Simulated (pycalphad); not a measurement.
An equivalent pycalphad script:

```python
from pycalphad import Database, equilibrium, calculate, variables as v
import numpy as np
db = Database('COST507.tdb')
comps = ['AL', 'MN', 'SI', 'VA']
phases = ['AL11MN4', 'AL12MN', 'AL4MN', 'AL6MN', 'AL8MN5_D810', 'ALMNSI_ALPHA', 'ALMNSI_BETA', 'ALMNSI_DELTA', 'BCC_A2', 'CBCC_A12', 'CUB_A13', 'DIAMOND_A4', 'FCC_A1', 'HCP_A3', 'LIQUID', 'MN11SI19', 'MN3SI', 'MN5SI3', 'MN6SI', 'MN9SI2', 'MNSI']
eq = equilibrium(db, comps, phases, {v.X('MN'): 0.033, v.X('SI'): 0.233, v.T: np.arange(2350, 499, -100), v.P: 101325, v.N: 1}, output=['HM', 'SM'])
```

Computed with pycalphad from the COST 507 light-alloy database (1999), at 1 atm. No gas phase is included, though pure Mn would boil below 2350 K. These are 1990s assessments: newer ones move some temperatures and phases. Amounts are mole fractions of atoms.

Results at three of the temperatures:

```
T = 2150.00 K, P = 101325 Pa, N = 1 mol of atoms
G = -151791 J/mol, H = 70500 J/mol, S = 103.39 J/(mol K)  (SER reference)
chemical potentials (J/mol): Al -148747, Mn -244061, Si -148313
phase             fraction      x(Al)      x(Mn)      x(Si)
LIQUID              1.0000     0.7340     0.0330     0.2330
```

```
T = 750.00 K, P = 101325 Pa, N = 1 mol of atoms
G = -29046 J/mol, H = 7791 J/mol, S = 49.12 J/(mol K)  (SER reference)
chemical potentials (J/mol): Al -27511, Mn -131030, Si -19438
phase             fraction      x(Al)      x(Mn)      x(Si)
FCC_A1              0.6050     0.9939    7.3e-05     0.0061
DIAMOND_A4          0.2055   1.06e-07       none     1.0000
ALMNSI_ALPHA        0.1895     0.7004     0.1739     0.1257
```

```
T = 650.00 K, P = 101325 Pa, N = 1 mol of atoms
G = -24344 J/mol, H = 4820 J/mol, S = 44.87 J/(mol K)  (SER reference)
chemical potentials (J/mol): Al -22386, Mn -129516, Si -15618
phase             fraction      x(Al)      x(Mn)      x(Si)
FCC_A1              0.6020     0.9981   1.08e-05     0.0019
DIAMOND_A4          0.2083   6.54e-09       none     1.0000
ALMNSI_ALPHA        0.1897     0.7019     0.1739     0.1242
```

Changes of the phase set, refined by bisection:

```tsv
T (K)	phases above	phases below
1007.0	liquid	ALMNSI_DELTA + liquid
956.7	ALMNSI_DELTA + liquid	ALMNSI_DELTA + diamond (Si) + liquid
933 ± 2	ALMNSI_DELTA + diamond (Si) + liquid	ALMNSI_ALPHA + diamond (Si) + liquid
849.6	ALMNSI_ALPHA + diamond (Si) + liquid	ALMNSI_ALPHA + diamond (Si) + fcc
```

Database names, with the compositions (at.%) that they take in these runs: ALMNSI_DELTA: Si 50 Al 33 Mn 17; ALMNSI_ALPHA: Al 70 Mn 17 Si 12. FCC_A1 is fcc; DIAMOND_A4 is diamond (Si). An entry "none" or "no" means that the model of the phase leaves that element out.
